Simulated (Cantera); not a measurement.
A closed system holds: 1 mol NH3, 0.05 mol O2, 1.3 mol H2, at 2225 °C and 190 bar.

These are equilibrium values from Cantera (NASA tables, ideal gas, pure condensed phases), not measurements of a reactor. Candidate condensed phases: H2O; 24 gas species. The ideal-gas law is rough above about 30 bar. Equilibrium is a limit: real reactors are often held back by kinetics, nucleation or transport.

Base state: H2 0.816, N2 0.151, H2O 0.0303, H 0.00163, NH3 0.000567, OH 1.25e-5 (mole fractions); condensed: gas only.

Problem. What changes in the equilibrium state with this change: NH3 replaced by H2S?

Solution. 
```tsv
species	before	after
H2	0.816	0.583
H2S	0	0.311
H2O	0.0303	0.0409
N2	0.151	0
S2	0	0.0375
SH	0	0.0255
S	0	0.000611
NH3	0.000567	0
```
Further candidate phases: H2SO4, S.
